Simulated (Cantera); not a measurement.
An adiabatic, constant-pressure homogeneous reactor starts with CO : H₂ : O₂ : N₂ : H₂O = 1 : 0.62 : 0.352 : 1.32 : 0.1 (molar parts), equivalence ratio 2.3, at 1100 K and 4.80 bar. Integrator tolerance rtol = 1e-08.

Detailed kinetics in Cantera: GRI-Mech 3.0 (53 species, 325 reactions). The hydrogen kinetics of GRI-Mech 3.0 are dated; newer H2 mechanisms differ, most at raised pressure.

| quantity | before | after |
|---|---|---|
| time of steepest temperature rise | 0.205 ms | 3.22 µs |
| temperature at 1.00 s | 2569 K | 2867 K |
| equilibrium temperature | 2569 K | 2867 K |
| x(CO) at 1.00 s | 0.234 (gas-phase equilibrium 0.234) | 0.239 (gas-phase equilibrium 0.239) |
| x(H₂) at 1.00 s | 0.0657 (gas-phase equilibrium 0.0657) | 0.0626 (gas-phase equilibrium 0.0626) |
| x(O₂) at 1.00 s | 9.24e-5 (gas-phase equilibrium 9.24e-5) | 0.00109 (gas-phase equilibrium 0.00109) |
| x(NO) at 1.00 s | 0.000403 (gas-phase equilibrium 0.000403) | 0.00214 (gas-phase equilibrium 0.00214) |
| x(OH) at 1.00 s | 0.00226 (gas-phase equilibrium 0.00226) | 0.00903 (gas-phase equilibrium 0.00903) |
| x(H₂O₂) at 1.00 s | 2.87e-8 (gas-phase equilibrium 2.87e-8) | 1.63e-7 (gas-phase equilibrium 1.63e-7) |
| x(HO₂) at 1.00 s | 9.89e-8 (gas-phase equilibrium 9.89e-8) | 1.19e-6 (gas-phase equilibrium 1.19e-6) |

**Question.** Which change was made?
A. initial temperature 1100 to 1575 K
B. CO 1 to 2.1 parts
C. pressure from 4.80 bar to 17.0 bar
D. constant volume in place of constant pressure

**Answer.** A, initial temperature 1100 to 1575 K
